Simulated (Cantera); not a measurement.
An isothermal plug-flow reactor at 1098 K and 25000 Pa (inlet), inlet velocity 1.3 m/s, active area per volume 800 1/m; feed 0.341 % CH₄, 3.41 % O₂, 96.2 % N₂, equivalence ratio 0.20.

Detailed kinetics in Cantera: Deutschmann's 1995 Pt surface mechanism with GRI-Mech 3.0 gas chemistry. Catalytic surfaces can have several steady states; this one follows from the mechanism file's or the stated starting coverage. Mass transfer to the wall is taken as infinitely fast.

x: gas mole fraction; θ: surface coverage.

```tsv
z (m)	x CH₄	x O₂	x H₂O	x CO₂	x CO	θ free Pt	θ O*
3.1e-05	0.00338	0.0340	?	3.17e-5	3.14e-6	0.472	0.528
5.4e-05	0.00335	0.0340	?	5.67e-5	3.78e-6	0.472	0.528
9.7e-05	0.00330	0.0339	?	0.000104	4.05e-6	0.472	0.528
0.00017	0.00322	0.0337	?	0.000183	4.00e-6	0.473	0.527
0.00031	0.00308	0.0334	?	0.000330	3.83e-6	0.473	0.527
0.00054	0.00285	0.0330	?	0.000557	3.55e-6	0.474	0.526
0.00097	0.00247	0.0322	?	0.000939	3.09e-6	0.475	0.525
0.0017	0.00193	0.0312	?	0.00148	2.42e-6	0.477	0.523
0.0031	0.00120	0.0297	?	0.00221	1.51e-6	0.479	0.521
```

Task: What belongs in the gaps?

Result: 
- 3.1e-05, x H₂O: 6.96e-5
- 5.4e-05, x H₂O: 0.000121
- 9.7e-05, x H₂O: 0.000216
- 0.00017, x H₂O: 0.000374
- 0.00031, x H₂O: 0.000667
- 0.00054, x H₂O: 0.00112
- 0.00097, x H₂O: 0.00189
- 0.0017, x H₂O: 0.00296
- 0.0031, x H₂O: 0.00442
